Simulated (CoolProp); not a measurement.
Properties of hydrogen chloride along the isobar 8.59 MPa (Tc = 324.7 K, pc = 8.314 MPa, ω = 0.130).

Values from CoolProp's reference Helmholtz-energy equation of state, Thol 2018.

```tsv
T (K)	phase	density (kg/m³)	cp (kJ/(kg K))	cv (kJ/(kg K))	isothermal compressibility (1/MPa)	expansivity (1/kK)
215.2	liquid	1129	1.660	0.9886	0.001471	2.276
223.4	liquid	1108	1.673	0.9737	0.001658	2.397
231.7	liquid	1086	1.690	0.9597	0.001885	2.539
239.9	liquid	1063	1.711	0.9468	0.002160	2.704
248.1	liquid	1038	1.739	0.9350	0.002500	2.900
256.4	liquid	1013	1.774	0.9240	0.002936	3.139
264.6	liquid	985.9	1.818	0.9142	0.003496	3.431
272.8	liquid	957.1	1.875	0.9056	0.004247	3.801
281.1	liquid	925.6	1.953	0.8985	0.005314	4.296
289.3	liquid	891.2	2.060	0.8935	0.006884	4.974
297.5	liquid	852.3	2.220	0.8915	0.009430	5.991
305.8	liquid	805.7	2.492	0.8950	0.01426	7.747
314	liquid	746.3	3.057	0.9097	0.02598	11.51
322.2	liquid	648.8	5.376	0.9626	0.08874	28.08
330.5	supercritical	253.1	6.820	1.070	0.4531	44.67
```
